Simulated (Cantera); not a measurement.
Input: 1 mol TiO₂, 2.1 mol H₂, held at 12.0 Torr.

Equilibrium computed with Cantera from the NASA thermochemical tables; the gas is ideal and each condensed phase is pure. Candidate condensed phases: H₂O, Ti, TiO, TiO₂, Ti₂O₃, Ti₃O₅, Ti₄O₇; 12 gas species. Mutual solubility and eutectic melting of coexisting phases are not modelled. Condensed phases not in the tables: Magnéli phases beyond Ti₄O₇. Kinetics and transport are ignored.

### Question
At 1600 K, list the 3 most abundant gas species with their mole fractions, and the condensed phases.

### Answer
H₂ 0.969, H₂O 0.0310, H 0.000423. Condensed: TiO₂(rutile) + Ti₄O₇(s).
